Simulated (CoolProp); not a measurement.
Vapour-liquid equilibrium of hydrogen sulfide (1) + n-heptane (2) at 0.277 MPa; x and y are mole fractions of (1).

Model: multi-fluid Helmholtz-energy mixture model, Lemmon 2006 and Span 2003; pair parameters Kunz 2012, in CoolProp.

| x | bubble temperature (°C) | y at the bubble point | dew temperature at overall composition x (°C) | liquid density (mol/L) |
|---|---|---|---|---|
| 0.05 | 68.9 | 0.857 | 134.4 | ___ |
| 0.2 | -8.0 | 0.997 | 126.8 | 8.070 |
| 0.35 | ___ | 0.999 | 118.4 | 9.496 |
| 0.5 | -28.8 | 0.999 | 108.6 | 11.44 |
| 0.65 | -31.7 | 1.000 | 96.2 | 14.22 |
| 0.8 | -34.1 | 1.000 | 78.6 | ___ |
| 0.95 | -37.0 | 1.000 | 42.4 | ___ |

Some entries are withheld; supply them.


- 0.05, liquid density (mol/L): 6.563
- 0.35, bubble temperature (°C): -23.3
- 0.8, liquid density (mol/L): 18.31
- 0.95, liquid density (mol/L): 24.23

No azeotrope shows between x = 0.05 and 0.95.

Pair parameters are fitted to limited data, so mixtures are less certain than the pure fluids. The gap from Raoult's law changes sign with composition, which may be real or a fault of the pair parameters; it wasn't checked against measurements. With so large a gap from Raoult's law the liquid may split in two, which this calculation doesn't test in full.
